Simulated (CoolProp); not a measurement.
The numbers come from the reference Helmholtz-energy equation of state, Rui 2013 in CoolProp.

### Question
Give the vapour pressure (bar), liquid cp (kJ/(kg K)), liquid viscosity (µPa s), vapour viscosity (µPa s) of saturated R236EA at 334.9 K.

### Answer
```csv
T (K),p (bar),liquid cp (kJ/(kg K)),liquid viscosity (µPa s),vapour viscosity (µPa s)
334.9,6.32,1.34,236,12.2
```

Viscosity comes from a separate model (Huber 2003), an estimate that may be off by 10 % or more.
